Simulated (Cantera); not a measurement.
Standard-state values (1 bar) from the NASA 1993 polynomials, evaluated with Cantera. Values are per mole of reaction as written; species without (g) are pure solids or liquids, kept so even where they would boil at 1 bar.

S₂(g) + 6 NiS → 2 Ni₃S₄, with ΔH° = -203.4 kJ and ΔS° = -173.2 J/K at 300 K.

Q: How far is the shortcut ΔG° ≈ ΔH°(300 K) − T·ΔS°(300 K) from the full temperature-dependent value at 423, 448, 473, 498, 523, 548, 573, 598 K?

A: 
| T (K) | shortcut (kJ) | full (kJ) | difference (kJ) | difference in log10 K |
|---|---|---|---|---|
| 423 | -130.2 | -130.5 | 0.4 | -0.05 |
| 448 | -125.8 | -126.4 | 0.6 | -0.06 |
| 473 | -121.5 | -122.3 | 0.8 | -0.08 |
| 498 | -117.2 | -118.2 | 1.0 | -0.11 |
| 523 | -112.8 | -114.2 | 1.3 | -0.13 |
| 548 | -108.5 | -110.2 | 1.7 | -0.16 |
| 573 | -104.2 | -106.2 | 2.1 | -0.19 |
| 598 | -99.9 | -102.3 | 2.5 | -0.22 |
The shortcut ignores the heat-capacity change of the reaction.
